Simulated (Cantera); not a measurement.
A perfectly stirred reactor is fed with C₃H₈ : O₂ : N₂ = 1 : 8.2 : 56.6 (molar parts), equivalence ratio 0.61, at 10.0 bar; it is adiabatic with a 775 K inlet, and is followed from long to short residence time, starting on the burning branch (τ in s: 0.073, 0.03, 0.012, 0.005, 0.002, 0.00083, 0.00034, 0.00014, 5.6e-05, 2.3e-05, 9.4e-06, 3.8e-06).

Detailed kinetics in Cantera: GRI-Mech 3.0 (53 species, 325 reactions). GRI-Mech 3.0 was tuned for natural gas; its chemistry of propane as a main component is partial and can be far from experiment.

What does this change do: O2 8.2 to 11 parts?


```csv
quantity,before,after
"blow-out, bracketed by the residence times tried","burning at 0.340 ms, out at 0.140 ms","burning at 0.830 ms, out at 0.340 ms"
x(C₃H₈) at τ = 73.0 ms,8.77e-7,1.07e-6
x(O₂) at τ = 73.0 ms,0.0480,0.0863
x(H₂) at τ = 73.0 ms,8.63e-6,4.43e-6
x(CO₂) at τ = 73.0 ms,0.0447,0.0429
x(NO) at τ = 73.0 ms,3.90e-6,2.59e-6
x(C₃H₈) at τ = 0.340 ms,7.43e-5,0.0146
x(O₂) at τ = 0.340 ms,0.0539,0.160
x(H₂) at τ = 0.340 ms,0.000497,<1e-12
x(CO₂) at τ = 0.340 ms,0.0342,<1e-12
x(NO) at τ = 0.340 ms,7.55e-7,<1e-12
```

What does this change do: inlet temperature 775 to 348 K?


| quantity | before | after |
|---|---|---|
| blow-out, bracketed by the residence times tried | burning at 0.340 ms, out at 0.140 ms | burning at 73.0 ms, out at 30.0 ms |
| x(C₃H₈) at τ = 73.0 ms | 8.77e-7 | 5.53e-5 |
| x(O₂) at τ = 73.0 ms | 0.0480 | 0.0509 |
| x(H₂) at τ = 73.0 ms | 8.63e-6 | 7.17e-5 |
| x(CO₂) at τ = 73.0 ms | 0.0447 | 0.0400 |
| x(NO) at τ = 73.0 ms | 3.90e-6 | 1.40e-8 |
| x(C₃H₈) at τ = 0.340 ms | 7.43e-5 | 0.0152 |
| x(O₂) at τ = 0.340 ms | 0.0539 | 0.125 |
| x(H₂) at τ = 0.340 ms | 0.000497 | <1e-12 |
| x(CO₂) at τ = 0.340 ms | 0.0342 | <1e-12 |
| x(NO) at τ = 0.340 ms | 7.55e-7 | <1e-12 |
